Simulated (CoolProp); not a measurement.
Aqueous sodium chloride as a coolant, 13 % by mass, freezing at -9.0 °C, 1 atm.

The numbers come from the Melinder's fits for secondary coolants in CoolProp.

```tsv
T (°C)	Prandtl number	conductivity (W/(m K))	viscosity (mPa s)	density (kg/m³)
-3.8	16.4	(withheld)	2.51	1102
3.3	12.8	0.559	2.00	1099
10.4	10.3	0.570	1.63	(withheld)
17.5	8.41	(withheld)	1.35	1094
24.6	7.01	0.593	(withheld)	1091
31.8	5.95	0.604	0.991	1088
```

Q: Some entries are withheld; supply them.

A: 
- -3.8, conductivity (W/(m K)): 0.548
- 10.4, density (kg/m³): 1097
- 17.5, conductivity (W/(m K)): 0.582
- 24.6, viscosity (mPa s): 1.15
